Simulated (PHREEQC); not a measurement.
1 kg of water holding 0.3 mol NaHCO3 meets 20 L of dry gas (N2 0.32, O2 0.68 by moles) at fixed total pressure, at 25 °C; fugacities by Peng-Robinson. The gases take part in no redox reaction, some water evaporates into the gas, and hydrates or a liquid gas phase aren't modelled. No solid was allowed to form.

The numbers come from PHREEQC with the ion-association model, phreeqc.dat.

```csv
P (atm),dissolved N2 (mol/kgw),φ of N2,p of N2 (atm),dissolved O2 (mol/kgw)
2,0.000394,0.999,0.630,0.00160
5,0.000989,0.998,1.59,0.00402
10,0.00197,0.996,3.19,0.00798
20,0.00388,0.992,6.39,0.0156
30,0.00573,0.988,9.59,0.0230
40,0.00753,0.985,12.8,0.0300
50,0.00928,0.983,16.0,0.0368
75,0.0134,0.977,24.0,0.0525
100,0.0173,0.974,32.0,0.0667
150,0.0245,0.973,48.0,0.0915
200,0.0309,0.979,64.0,0.112
300,0.0423,1.006,96.0,0.146
400,0.0522,1.049,128,0.172
```
